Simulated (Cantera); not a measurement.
# SiCl4 + N2 + NH3 (silicon nitride deposition)

Input: 1 mol SiCl4, 1.8 mol N2, a varied amount of NH3, equilibrated at 133 Pa.

These are equilibrium values from Cantera (NASA tables, ideal gas, pure condensed phases), not measurements of a reactor. Candidate condensed phases: NH4Cl, Si, Si3N4; 28 gas species. The tables' values for SiCl3 are old estimates. Kinetics and transport are ignored.

Stable condensed phases:

```
T in °C \ n(NH3) in mol
         0.12  0.4 0.69 0.97  1.3  1.5  1.8  2.1  2.4  2.7
   1502     A    A    A    A    A    A    A    A    A    A
   1427     A    A    A    A    A    A    A    A    A    A
   1352     A    A    A    A    A    A    A    A    A    A
   1277     A    A    A    A    A    A    A    A    A    A
   1202     A    A    A    A    A    A    A    B    B    B
   1127     A    A    A    B    B    B    B    B    B    B
   1052     A    B    B    B    B    B    B    B    B    B
    977     B    B    B    B    B    B    B    B    B    B
    902     B    B    B    B    B    B    B    B    B    B
    827     B    B    B    B    B    B    B    B    B    B
    752     B    B    B    B    B    B    B    B    B    B
```

A: gas only; B: Si3N4.
